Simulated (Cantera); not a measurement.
An adiabatic, constant-pressure homogeneous reactor starts with 8.25 % CH4, 0.388 % C2H6, 19.2 % O2, 72.2 % N2, equivalence ratio 0.93, at 1000 K and 0.380 bar.

Detailed kinetics in Cantera: GRI-Mech 3.0 (53 species, 325 reactions).

**Question.** Predict: time of steepest temperature rise; temperature at 1.00 s; equilibrium temperature; x(O2) at 1.00 s; x(NO) at 1.00 s.

**Answer.** 
* **time of steepest temperature rise**: 0.479 s
* **temperature at 1.00 s**: 2467 K
* **equilibrium temperature**: 2467 K
* **x(O2) at 1.00 s**: 0.0219 (gas-phase equilibrium 0.0219)
* **x(NO) at 1.00 s**: 0.00663 (gas-phase equilibrium 0.00663)
